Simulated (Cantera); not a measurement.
A closed system holds: 1 mol PbO, 0.062 mol CO, 29 mol N₂, at 75.0 Torr.

These are equilibrium values from Cantera (NASA tables, ideal gas, pure condensed phases), not measurements of a reactor. Candidate condensed phases: C, Pb, PbO, PbO₂, Pb₃O₄; 27 gas species. Mutual solubility and eutectic melting of coexisting phases are not modelled. Gases not in the tables: (PbO)n polymers. Kinetics and transport are ignored.

Question: Which condensed phases are stable at each of these points (T (K)): 723, 823, 923, 1023, 1123, 1223, 1323, 1423, 1523?

Answer: 
| T (K) | condensed phases | Pb condensed (%) |
|---|---|---|
| 723 | Pb(l) + PbO(red) | 100.0 |
| 823 | Pb(l) + PbO(yellow) | 100.0 |
| 923 | Pb(l) + PbO(yellow) | 99.9 |
| 1023 | Pb(l) + PbO(yellow) | 99.2 |
| 1123 | Pb(l) + PbO(yellow) | 94.3 |
| 1223 | PbO(l) | 90.6 |
| 1323 | PbO(l) | 73.4 |
| 1423 | gas only | 0.0 |
| 1523 | gas only | 0.0 |

At 723 K the condensed part is Pb(l) + PbO(red). From 823 K to 1123 K the condensed part is Pb(l) + PbO(yellow). From 1223 K to 1323 K the condensed part is PbO(l). From 1423 K to 1523 K nothing is condensed.
